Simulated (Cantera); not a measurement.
A Cantera script and what it prints.

```python
import numpy as np
import cantera as ct

gas_names = """
    H HO2 H2 H2O H2O2 O OH O2 O3 Si SiH SiH2 SiH3 SiH4 SiO SiO2 Si2 Si3
""".split()
cond_names = """
    H2O(s) H2O(L) Si(cr) Si(L) SiO2(Lqz) SiO2(hqz) SiO2(L)
""".split()


# ... load() reads the species with a 1 bar reference pressure and builds the phases ...
atoms = {
    'Si2H6': {'Si': 2, 'H': 6},
    'H2O': {'H': 2, 'O': 1},
    'H2': {'H': 2},
    'O3': {'O': 3},
}
top_T = {}  # K; cautious upper limits of use, not melting points


# ... equilibrate(T, P, feed) seeds the gas with the atoms and calls Mixture.equilibrate('TP', solver="vcs", rtol=1e-11, max_steps=5000) ...
results = []
feed = {'Si2H6': 1, 'H2O': 3.3, 'H2': 0.45, 'O3': 1.4}  # mol
P = 6.3  # Pa
for T in [675, 725, 775, 825, 875, 925, 975, 1025]:
    mix = equilibrate(T, P, feed)
    results.append((T, P, feed, dict(zip(mix.species_names, mix.species_moles))))

top = {s: max(r[3][s] / sum(r[3][g] for g in gas_names) for r in results) for s in gas_names}
cols = sorted((s for s in top if top[s] > 0.0001), key=lambda s: -top[s])[:6]
seen = [c for c in cond_names if any(r[3].get(c, 0) > 1e-12 for r in results)]
print("log10 of partial pressures in bar; condensed amounts in mol")
print(f"{'T/K':>10s}" + "".join(f"{s[:9]:>10s}" for s in cols + seen))
for T, P, feed, n in results:
    ng = sum(n[g] for g in gas_names)
    print(f"{T:10.4g}" + "".join(f"{np.log10(max(n[s] / ng * P / 1e5, 1e-99)):10.3f}" for s in cols)
          + "".join(f"{n.get(c, 0):10.4g}" for c in seen))
```

Output:

```
log10 of partial pressures in bar; condensed amounts in mol
       T/K       H2O        H2 SiO2(Lqz) SiO2(hqz)
       675    -4.486    -4.518         2         0
       725    -4.486    -4.518         2         0
       775    -4.486    -4.518         2         0
       825    -4.486    -4.518         2         0
       875    -4.486    -4.518         0         2
       925    -4.486    -4.518         0         2
       975    -4.486    -4.518         0         2
      1025    -4.486    -4.518         0         2
```

These are equilibrium values from Cantera (NASA tables, ideal gas, pure condensed phases), not measurements of a reactor. The feed counts by its element totals alone.
